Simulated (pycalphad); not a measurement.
An equivalent pycalphad script:

```python
from pycalphad import Database, equilibrium, calculate, variables as v
import numpy as np
db = Database('COST507.tdb')
comps = ['AL', 'SI', 'SN', 'VA']
phases = ['BCT_A5', 'DIAMOND_A4', 'FCC_A1', 'LIQUID']
eq = equilibrium(db, comps, phases, {v.X('SI'): 0.002, v.X('SN'): 0.0044, v.T: np.arange(1850, 499, -75), v.P: 101325, v.N: 1}, output=['HM', 'SM'])
```

Source of the numbers: pycalphad with the COST 507 light-alloy database (1999); pressure 1 atm. These are 1990s assessments: newer ones move some temperatures and phases. Not assessed as a whole: an extrapolation from subsystems, which can miss ternary compounds. Phase fractions are per mole of atoms.

Results at three of the temperatures:

```
T = 1850.00 K, P = 101325 Pa, N = 1 mol of atoms
G = -115205 J/mol, H = 58047 J/mol, S = 93.65 J/(mol K)  (SER reference)
chemical potentials (J/mol): Al -114502, Si -191192, Sn -239436
phase             fraction      x(Al)      x(Si)      x(Sn)
LIQUID              1.0000     0.9936     0.0020     0.0044
```

```
T = 1700.00 K, P = 101325 Pa, N = 1 mol of atoms
G = -101356 J/mol, H = 53288 J/mol, S = 90.97 J/(mol K)  (SER reference)
chemical potentials (J/mol): Al -100719, Si -169523, Sn -214261
phase             fraction      x(Al)      x(Si)      x(Sn)
LIQUID              1.0000     0.9936     0.0020     0.0044
```

```
T = 575.00 K, P = 101325 Pa, N = 1 mol of atoms
G = -18897 J/mol, H = 7321 J/mol, S = 45.60 J/(mol K)  (SER reference)
chemical potentials (J/mol): Al -18844, Si -12999, Sn -33464
phase             fraction      x(Al)      x(Si)      x(Sn)
FCC_A1              0.9941     0.9993    0.00059   0.000145
LIQUID              0.0045     0.0456   5.88e-06     0.9544
DIAMOND_A4          0.0014   4.26e-10     1.0000   2.63e-07
```

Changes of the phase set, refined by bisection:

```csv
T (K),phases above,phases below
929.5,liquid,fcc + liquid
655.1,fcc + liquid,diamond (Si) + fcc + liquid
502.4,diamond (Si) + fcc + liquid,bct (Sn) + diamond (Si) + fcc
```

FCC_A1 is fcc; DIAMOND_A4 is diamond (Si).
